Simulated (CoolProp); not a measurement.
p-xylene at 296 K and 0.338 MPa is throttled through a valve to 0.194 MPa with no heat exchange. Each further row changes one setting.

Computed with CoolProp (reference Helmholtz-energy equation of state, Zhou 2012).

| case | temperature change (K) | final density (kg/m³) |
|---|---|---|
| as stated | +0.1 | 859 |
| outlet pressure 0.0582 MPa | +0.1 | 858 |
| outlet pressure 0.252 MPa | +0.0 | 859 |
